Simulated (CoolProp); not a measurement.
A Linde-Hampson liquefier for ethane: isothermal reversible compression at 320 K from 1 atm to 30 MPa, throttling to 1 atm, return gas leaving the recuperator 0 K below the feed. Each further row changes one setting.

Computed with CoolProp (reference Helmholtz-energy equation of state, Bücker 2006).

```tsv
case	liquid yield per pass	compression work (kJ/kg of gas)
as stated	?	390
high pressure 60 MPa	?	457
warm-end temperature 350 K	?	457
warm-end gap 5 K	?	390
```

Question: Some entries are withheld; supply them.

Answer: 
- as stated, liquid yield per pass: 0.467
- high pressure 60 MPa, liquid yield per pass: 0.439
- warm-end temperature 350 K, liquid yield per pass: 0.393
- warm-end gap 5 K, liquid yield per pass: 0.460
